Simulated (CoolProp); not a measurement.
Values from CoolProp's reference Helmholtz-energy equation of state, Lemmon 2006. It is a short technical equation, of lower accuracy than the large ones.

### Question
Give the vapour pressure (bar), liquid cp (kJ/(kg K)), vapour Z of saturated carbon monoxide at 98, 100.1, 102.3 K.

### Answer
```csv
T (K),p (bar),liquid cp (kJ/(kg K)),vapour Z
98,4.68,2.27,0.878
100.1,5.48,2.31,0.864
102.3,6.43,2.35,0.848
```
